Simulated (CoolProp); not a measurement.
R227EA along the isotherm 475 K: fugacity coefficient from the reference equation and from simpler models built on Tc = 374.9 K, pc = 2.925 MPa, ω = 0.358; each cubic takes its own stable root.

Values from CoolProp's reference Helmholtz-energy equation of state, Lemmon 2016.

| p (MPa) | phase | reference | van der Waals | Soave-Redlich-Kwong | Peng-Robinson |
|---|---|---|---|---|---|
| 0.293 | gas | 0.9857 | 0.9836 | 0.9867 | 0.9838 |
| 0.585 | gas | 0.9717 | 0.9674 | 0.9736 | 0.9680 |
| 0.878 | gas | 0.9579 | 0.9512 | 0.9606 | 0.9524 |
| 1.17 | gas | 0.9442 | 0.9351 | 0.9479 | 0.9372 |
| 1.46 | gas | 0.9309 | 0.9192 | 0.9355 | 0.9224 |
| 1.76 | gas | 0.9172 | 0.9029 | 0.9228 | 0.9075 |
| 2.05 | gas | 0.9042 | 0.8872 | 0.9107 | 0.8933 |
| 2.34 | gas | 0.8914 | 0.8716 | 0.8989 | 0.8794 |
| 2.63 | gas | 0.8788 | 0.8561 | 0.8872 | 0.8659 |
| 2.93 | supercritical | 0.8659 | 0.8402 | 0.8754 | 0.8522 |
| 3.22 | supercritical | 0.8537 | 0.8248 | 0.8642 | 0.8393 |
| 3.51 | supercritical | 0.8416 | 0.8096 | 0.8532 | 0.8267 |
| 3.8 | supercritical | 0.8297 | 0.7944 | 0.8425 | 0.8144 |
| 4.1 | supercritical | 0.8177 | 0.7789 | 0.8316 | 0.8020 |
| 4.39 | supercritical | 0.8062 | 0.7640 | 0.8213 | 0.7904 |
